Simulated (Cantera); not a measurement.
A perfectly stirred reactor is fed with H2 : O2 = 0.034 : 1 (molar parts), equivalence ratio 0.017, at 1700 Pa; it is held at 1175 K, and followed from long to short residence time.

Model: GRI-Mech 3.0 (53 species, 325 reactions), integrated in Cantera. Radical loss at walls, strong at low pressure, is not modelled.

Problem. What does this change do: pressure from 1700 Pa to 1330 Pa?

Solution. 
```csv
quantity,before,after
x(H2) at τ = 0.600 s,0.000153,0.000173
x(O2) at τ = 0.600 s,0.963,0.962
x(H2O) at τ = 0.600 s,0.0327,0.0326
x(HO2) at τ = 0.600 s,1.59e-6,1.44e-6
x(H) at τ = 0.600 s,0.000173,0.000270
x(H2) at τ = 9.00 ms,0.00189,0.00219
x(O2) at τ = 9.00 ms,0.948,0.946
x(H2O) at τ = 9.00 ms,0.0281,0.0274
x(HO2) at τ = 9.00 ms,3.77e-6,3.06e-6
x(H) at τ = 9.00 ms,0.00343,0.00398
```
